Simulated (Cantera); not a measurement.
An isothermal, constant-pressure homogeneous reactor starts with H2 : O2 : N2 = 0.0054 : 1 : 0.21 (molar parts), at 1275 K and 0.0133 bar.

Cantera simulation using the H2/O2 subset of GRI-Mech 3.0, which has no nitrogen chemistry; the numbers are that mechanism's predictions, not measurements. Radical loss at walls, strong at low pressure, is not modelled.

x: mole fraction; the columns are a selection and need not sum to one.

| t (s) | x H2 | x O2 | x H2O2 | x H2O | x O | x HO2 |
|---|---|---|---|---|---|---|
| 0.000600 | 0.00444 | 0.823 | 1.48e-12 | 3.47e-9 | 1.00e-8 | 7.66e-9 |
| 0.00165 | 0.00444 | 0.823 | 1.04e-11 | 4.25e-8 | 5.95e-8 | 2.10e-8 |
| 0.00452 | 0.00444 | 0.823 | 6.78e-11 | 1.71e-6 | 1.67e-6 | 6.02e-8 |
| 0.0124 | 0.00151 | 0.820 | 2.70e-8 | 0.00237 | 0.00221 | 5.82e-7 |
| 0.0340 | 9.96e-6 | 0.819 | 6.73e-9 | 0.00417 | 0.00386 | 3.09e-7 |
| 0.0933 | … | 0.819 | 6.57e-9 | 0.00419 | … | 2.93e-7 |
| 0.256 | … | 0.820 | 6.18e-9 | 0.00423 | … | … |
| 0.703 | 3.94e-6 | 0.821 | 5.21e-9 | 0.00430 | 0.00150 | 1.89e-7 |
| 1.93 | 1.39e-6 | 0.822 | 3.37e-9 | 0.00437 | 0.000522 | 1.03e-7 |
| 5.29 | 3.23e-7 | 0.822 | 1.41e-9 | 0.00441 | 0.000120 | 3.98e-8 |
| 14.5 | 6.27e-8 | 0.822 | 3.99e-10 | 0.00444 | 2.33e-5 | 1.23e-8 |
| 39.8 | 1.30e-8 | 0.822 | 9.97e-11 | 0.00444 | 4.86e-6 | 5.27e-9 |
| 109 | 3.73e-9 | 0.822 | 3.16e-11 | 0.00445 | 1.39e-6 | 5.20e-9 |
| 300 | 2.39e-9 | 0.822 | 2.13e-11 | 0.00445 | 8.94e-7 | 5.84e-9 |

What belongs in the gaps?


- 0.0933, x H2: 8.98e-6
- 0.0933, x O: 0.00348
- 0.256, x H2: 6.97e-6
- 0.256, x O: 0.00268
- 0.256, x HO2: 2.57e-7
